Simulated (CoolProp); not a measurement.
Methanol along the isobar 106 bar: Z from the reference equation and from simpler models built on Tc = 513.4 K, pc = 82.16 bar, ω = 0.565; each cubic takes its own stable root.

The numbers come from the reference Helmholtz-energy equation of state, de Reuck 1993 in CoolProp.

| T (K) | phase | reference |
|---|---|---|
| 294.5 | liquid | 0.1735 |
| 299.6 | liquid | 0.1715 |
| 304.8 | liquid | 0.1696 |
| 310 | liquid | 0.1677 |
| 315.1 | liquid | 0.1660 |
| 320.3 | liquid | 0.1643 |
| 325.5 | liquid | 0.1626 |
| 330.7 | liquid | 0.1611 |
| 335.8 | liquid | 0.1596 |
| 341 | liquid | 0.1582 |
| 346.2 | liquid | 0.1568 |
| 351.4 | liquid | 0.1555 |
| 356.5 | liquid | 0.1543 |
| 361.7 | liquid | 0.1531 |

### Question
How far does each simpler model (Redlich-Kwong, Soave-Redlich-Kwong, Peng-Robinson) lie from the reference over these 14 states: mean and median of the absolute difference, and the worst?

### Answer
- Redlich-Kwong: mean 39.6 %, median 39.5 %, worst +41.3 % at 361.7 K and 106 bar
- Soave-Redlich-Kwong: mean 30.8 %, median 30.6 %, worst +31.4 % at 361.7 K and 106 bar
- Peng-Robinson: mean 16.2 %, median 16.1 %, worst +16.5 % at 361.7 K and 106 bar
